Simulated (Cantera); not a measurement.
A closed system holds: 1 mol HCl, 0.1 mol H2, held at 1.33 mbar.

These are equilibrium values from Cantera (NASA tables, ideal gas, pure condensed phases), not measurements of a reactor. Kinetics and transport are ignored.

log p: log10 of the partial pressure in bar; nothing condenses.

| T (°C) | log p HCl | log p Cl | log p H2 | log p H | log p Cl2 |
|---|---|---|---|---|---|
| 900 | -2.92 | -7.95 | -3.92 | -8.89 | -10.99 |
| 1000 | -2.92 | -7.18 | -3.92 | -8.11 | -10.33 |
| 1100 | -2.92 | -6.52 | -3.92 | -7.44 | -9.76 |
| 1200 | -2.92 | -5.95 | -3.91 | -6.86 | -9.27 |
| 1300 | -2.92 | ? | -3.91 | ? | ? |
| 1400 | -2.92 | -5.02 | -3.90 | -5.90 | -8.48 |
| 1500 | -2.93 | -4.65 | -3.89 | -5.49 | -8.18 |
| 1600 | -2.94 | -4.32 | -3.86 | -5.12 | -7.94 |
| 1700 | -2.97 | ? | -3.82 | ? | ? |
| 1800 | -3.01 | -3.83 | -3.77 | -4.47 | -7.64 |
| 1900 | -3.07 | -3.65 | -3.73 | -4.18 | -7.57 |
| 2000 | -3.15 | -3.51 | -3.71 | -3.93 | -7.56 |

### Question
Some entries are withheld; supply them.

### Answer

- 1700, log p Cl: -4.06
- 1700, log p H: -4.78
- 1700, log p Cl2: -7.76
- 1300, log p Cl: -5.45
- 1300, log p H: -6.35
- 1300, log p Cl2: -8.85
